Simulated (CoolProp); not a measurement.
Dimethyl carbonate along the isotherm 25.15 °C: density (kg/m³) from the reference equation and from simpler models built on Tc = 283.9 °C, pc = 4.909 MPa, ω = 0.346; each cubic takes its own stable root.

Values from CoolProp's reference Helmholtz-energy equation of state, Zhou 2011.

```csv
p (MPa),phase,reference
0.00776,liquid,1063
0.0125,liquid,1063
0.0203,liquid,1063
0.0327,liquid,1063
0.0529,liquid,1063
0.0854,liquid,1063
0.138,liquid,1063
0.223,liquid,1063
0.36,liquid,1063
0.582,liquid,1064
0.94,liquid,1064
1.52,liquid,1064
2.45,liquid,1065
```

Problem. How far does each simpler model (van der Waals, Soave-Redlich-Kwong, Peng-Robinson) lie from the reference over these 13 states: mean and median of the absolute difference, and the worst?

Solution. 
- van der Waals: mean 73.2 %, median 99.5 %, worst -100.0 % at 25.15 °C and 0.00776 MPa
- Soave-Redlich-Kwong: mean 11.5 %, median 11.5 %, worst -11.5 % at 25.15 °C and 0.00776 MPa
- Peng-Robinson: mean 0.4 %, median 0.4 %, worst -0.4 % at 25.15 °C and 2.45 MPa

At some of these states van der Waals gives the other phase, because its saturation line lies elsewhere.
